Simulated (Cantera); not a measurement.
An isothermal, constant-pressure homogeneous reactor starts with 7.80 % N2O, 92.2 % O2, at 1473 K and 100.0 Torr.

Model: GRI-Mech 3.0 (53 species, 325 reactions), integrated in Cantera. GRI-Mech 3.0 was tuned for natural gas; its chemistry of N2O as a main component is partial and can be far from experiment.

x: mole fraction; the columns are a selection and need not sum to one.

```csv
t (s),x N2O,x O2,x NO,x O,x NO2,x N2
0.000300,0.0779,0.922,1.22e-5,…,3.71e-10,8.35e-5
0.000949,0.0777,0.922,6.90e-5,5.35e-5,9.12e-9,0.000314
0.00300,0.0768,0.922,0.000270,5.49e-5,1.15e-7,0.00107
0.00949,0.0740,0.922,0.000890,5.48e-5,8.26e-7,0.00342
0.0300,0.0659,0.921,0.00270,5.45e-5,3.53e-6,0.0103
0.0949,0.0460,0.920,0.00715,5.35e-5,1.04e-5,0.0272
0.300,0.0154,0.917,0.0138,…,2.14e-5,0.0533
0.949,0.000941,0.917,0.0165,…,4.22e-5,0.0659
3.00,1.53e-6,0.917,0.0165,…,7.31e-5,0.0668
```

Q: What belongs in the gaps?

A: 
- 0.000300, x O: 3.77e-5
- 0.300, x O: 4.79e-5
- 0.949, x O: 1.72e-5
- 3.00, x O: 7.38e-6
